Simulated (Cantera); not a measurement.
A closed system holds: 1 mol Si3N4, 0.013 mol O2, 60 mol N2, at 1673 K.

Equilibrium computed with Cantera from the NASA thermochemical tables; the gas is ideal and each condensed phase is pure. Candidate condensed phases: Si, SiO2, Si2N2O, Si3N4; 16 gas species. Mutual solubility and eutectic melting of coexisting phases are not modelled. The tables' values for SiN are old estimates; treat these amounts as uncertain. Kinetics and transport are ignored.

x: gas mole fraction; n: condensed amount in mol.

| P (Pa) | x N2 | x Si | x SiO | x Si2N | x Si2 | n Si(s) | n Si3N4(s) | n Si2N2O(s) |
|---|---|---|---|---|---|---|---|---|
| 0.100 | 0.954 | 0.0457 | 0.000400 | 5.82e-6 | 1.92e-5 | 0 | 0 | 0 |
| 2.50 | 0.983 | 0.0167 | 0.000412 | 9.89e-5 | 6.43e-5 | 1.89 | 0 | 0 |
| 63 | 0.999 | 0.000663 | 0.000419 | 1.99e-5 | 2.55e-6 | 2.93 | 0 | 0 |
| 1600 | 1.000 | ? | 0.000433 | ? | ? | 0 | 0.991 | 0 |
| 40000 | 1.000 | ? | ? | ? | ? | 0 | 0.983 | 0.0252 |
| 1000000 | 1.00 | 8.97e-11 | 1.72e-7 | <1e-12 | <1e-12 | 0 | 0.983 | 0.0260 |

Q: Some entries are withheld; supply them.

A: 
- 1600, x Si: 4.10e-6
- 1600, x Si2N: 9.72e-8
- 1600, x Si2: 2.48e-9
- 40000, x Si: 1.92e-8
- 40000, x SiO: 1.26e-5
- 40000, x Si2N: 2.66e-10
- 40000, x Si2: 1.36e-12
